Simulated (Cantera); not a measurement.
A perfectly stirred reactor is fed with N2O = 1 (molar parts), at 1.20 bar; it is held at 1400 K, and followed from long to short residence time.

Model: GRI-Mech 3.0 (53 species, 325 reactions), integrated in Cantera. GRI-Mech 3.0 was tuned for natural gas; its chemistry of N2O as a main component is partial and can be far from experiment. The temperature is held fixed by assumption; the heat of reaction is taken as removed at once.

x: mole fraction; the columns are a selection and need not sum to one.

| τ (s) | x N2O | x O2 | x NO | x O | x N2 |
|---|---|---|---|---|---|
| 0.88 | 0.0606 | 0.283 | 0.0600 | 7.80e-6 | 0.596 |
| 0.50 | 0.0969 | 0.267 | 0.0675 | 9.68e-6 | 0.568 |
| 0.29 | 0.148 | 0.247 | 0.0727 | 1.17e-5 | 0.531 |
| 0.16 | 0.228 | 0.219 | 0.0744 | 1.41e-5 | 0.477 |
| 0.093 | [?] | [?] | 0.0711 | [?] | [?] |
| 0.053 | [?] | [?] | [?] | [?] | [?] |
| 0.030 | 0.577 | 0.116 | 0.0504 | 2.02e-5 | 0.257 |
| 0.017 | 0.700 | 0.0813 | 0.0370 | 2.16e-5 | 0.182 |
| 0.0098 | 0.798 | 0.0543 | 0.0254 | 2.25e-5 | 0.122 |
| 0.0056 | 0.873 | 0.0342 | 0.0163 | 2.31e-5 | 0.0768 |

Question: Complete the blanks.

Answer: 
- 0.093, x N2O: 0.325
- 0.093, x O2: 0.189
- 0.093, x O: 1.63e-5
- 0.093, x N2: 0.414
- 0.053, x N2O: 0.445
- 0.053, x O2: 0.153
- 0.053, x NO: 0.0627
- 0.053, x O: 1.84e-5
- 0.053, x N2: 0.338
